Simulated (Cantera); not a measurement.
A perfectly stirred reactor is fed with NO : N₂ = 1 : 2.8 (molar parts), at 2000 Pa; it is held at 2098 K, and followed from long to short residence time.

Computed with Cantera and GRI-Mech 3.0 (53 species, 325 reactions). Radical loss at walls, strong at low pressure, is not modelled.

```tsv
quantity	before	after
x(NO) at τ = 5.60 s	0.113	0.0648
x(O₂) at τ = 5.60 s	0.0736	0.0251
x(N₂) at τ = 5.60 s	0.811	0.908
x(O) at τ = 5.60 s	0.00267	0.00154
x(NO₂) at τ = 5.60 s	1.39e-5	4.67e-6
x(NO) at τ = 90.0 ms	0.262	0.117
x(O₂) at τ = 90.0 ms	0.000499	5.18e-5
x(N₂) at τ = 90.0 ms	0.737	0.883
x(O) at τ = 90.0 ms	0.000397	0.000101
x(NO₂) at τ = 90.0 ms	4.00e-6	5.18e-7
```

Task: What was changed between the two runs?
(A) NO 1 to 0.37 parts
(B) temperature 2098 to 1950 K
(C) temperature 2098 to 1773 K
(D) N2 2.8 to 0.43 parts

Result: A, NO 1 to 0.37 parts
